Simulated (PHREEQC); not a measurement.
**Alkaline etch or developer: an equilibrium model**

A solution holds 0.26 mol/kgw NaOH, 0.0042 mol/kgw CO2 and 5e-05 mol/kgw K2CO3, at 87 °C. Closed to the air; pH follows from the charge balance.

All values are PHREEQC results (ion-association model, wateq4f.dat), not measurements.

Each row changes one thing in this solution. This is a speciation only: nothing precipitates in the calculation.

```
case                                  pH  ionic strength (mol/kgw)  CO3-2 (mol/kgw)  HCO3- (mol/kgw)
---------------------------------  -----  ------------------------  ---------------  ---------------
as made                            11.70                     0.256         0.000258          2.40e-6
diluted 2-fold with water          11.44                     0.128         0.000195          4.03e-6
CO2 from 0.0042 to 0.0021 mol/kgw  11.71                     0.258         0.000130          1.19e-6
diluted 5-fold with water          11.08                    0.0514              [?]          7.81e-6
NaOH left out                       4.81                  0.000116         5.72e-10         0.000116
temperature from 87 to 70 °C         [?]                     0.257              [?]          1.92e-6
K2CO3 from 5e-05 to 1e-05 mol/kgw  11.70                     0.256         0.000255          2.38e-6
```

Question: Fill in the missing entries.

Answer: 
- diluted 5-fold with water, CO3-2 (mol/kgw): 0.000133
- temperature from 87 to 70 °C, pH: 12.04
- temperature from 87 to 70 °C, CO3-2 (mol/kgw): 0.000434

At this temperature some constants are extrapolated from 25 °C, and those without enthalpy data are left unchanged.
